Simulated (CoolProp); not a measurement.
Vapour-liquid equilibrium of toluene (1) + o-xylene (2) at 0.0572 MPa; x and y are mole fractions of (1).

Computed with CoolProp (multi-fluid Helmholtz-energy mixture model, Lemmon 2006 and Zhou 2012; pair parameters Bell 2016).

Give the bubble temperature and the first vapour's composition at x = 0.05, 0.35, 0.95. Is there an azeotrope?

x = 0.05: 121.6 °C, y = 0.114; x = 0.35: 109.1 °C, y = 0.589; x = 0.95: 92.7 °C, y = 0.981. No azeotrope shows between x = 0.05 and 0.95.

Pair parameters are fitted to limited data, so mixtures are less certain than the pure fluids.
